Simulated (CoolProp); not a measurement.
n-octane along the isotherm 279.45 °C: density (kg/m³) from the reference equation and from simpler models built on Tc = 295.6 °C, pc = 24.84 bar, ω = 0.398; each cubic takes its own stable root.

Model: reference Helmholtz-energy equation of state, Beckmüller 2019, in CoolProp.

```tsv
p (bar)	phase	reference	van der Waals	Redlich-Kwong	Peng-Robinson
0.0393	gas	0.09777	0.09776	0.09776	0.09777
0.0744	gas	0.1852	0.1851	0.1852	0.1852
0.141	gas	0.3514	0.3512	0.3513	0.3514
0.268	gas	0.6692	0.6686	0.6690	0.6693
0.507	gas	1.271	1.269	1.270	1.271
0.961	gas	2.427	2.419	2.424	2.429
1.82	gas	4.665	___	4.653	4.670
3.46	gas	9.133	9.018	9.088	9.151
6.55	gas	___	17.91	18.19	18.45
12.4	gas	___	38.02	39.36	40.63
```

Problem. Complete the blanks.

Solution. 
- 1.82, van der Waals: 4.635
- 6.55, reference: 18.38
- 12.4, reference: 40.43
